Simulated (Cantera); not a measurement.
An isothermal, constant-pressure homogeneous reactor starts with 7.08 % C2H6, 92.0 % N2, 0.920 % H2O, at 1550 K and 6.68 Torr.

Detailed kinetics in Cantera: GRI-Mech 3.0 (53 species, 325 reactions). GRI-Mech 3.0 stops at C3 and has no aromatics, soot or wall deposition, so with more carbon than oxygen in the feed, carbon stays in small species such as C2H2 where larger ones or solid carbon would form. Radical loss at walls, strong at low pressure, is not modelled.

### Question
Predict: x(C2H6) at 10.0 s; x(C2H2) at 10.0 s; x(C2H4) at 10.0 s; x(H2) at 10.0 s; x(CH4) at 10.0 s.

### Answer
x(C2H6) at 10.0 s: 5.61e-7 (gas-phase equilibrium 3.46e-11)
x(C2H2) at 10.0 s: 0.0584 (gas-phase equilibrium 0.0231)
x(C2H4) at 10.0 s: 3.43e-5 (gas-phase equilibrium 4.83e-6)
x(H2) at 10.0 s: 0.115 (gas-phase equilibrium 0.135)
x(CH4) at 10.0 s: 0.00704 (gas-phase equilibrium 3.37e-5)
